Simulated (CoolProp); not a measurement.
CH3F (R41) along the isotherm 357 K: fugacity coefficient from the reference equation and from simpler models built on Tc = 317.3 K, pc = 5906 kPa, ω = 0.200; each cubic takes its own stable root.

The numbers come from the reference Helmholtz-energy equation of state, Lemmon 2006 in CoolProp. It is a short technical equation, of lower accuracy than the large ones.

```csv
p (kPa),phase,reference,van der Waals,Redlich-Kwong
93.4,gas,0.9958,0.9965,0.9962
158,gas,0.9929,0.9941,0.9936
266,gas,0.9880,0.9900,0.9892
449,gas,0.9798,0.9831,0.9817
757,gas,___,0.9716,0.9693
1280,gas,___,0.9521,0.9484
2160,gas,___,0.9195,0.9137
3640,gas,0.8445,0.8649,___
6140,supercritical,0.7471,0.7727,0.7638
10400,supercritical,0.5981,0.6156,0.6172
17500,supercritical,___,0.4773,0.4713
29500,supercritical,0.3367,0.4113,0.3841
```

Question: Complete the blanks.

Answer: 
- 757, reference: 0.9662
- 1280, reference: 0.9433
- 2160, reference: 0.9056
- 3640, Redlich-Kwong: 0.8567
- 17500, reference: 0.4390
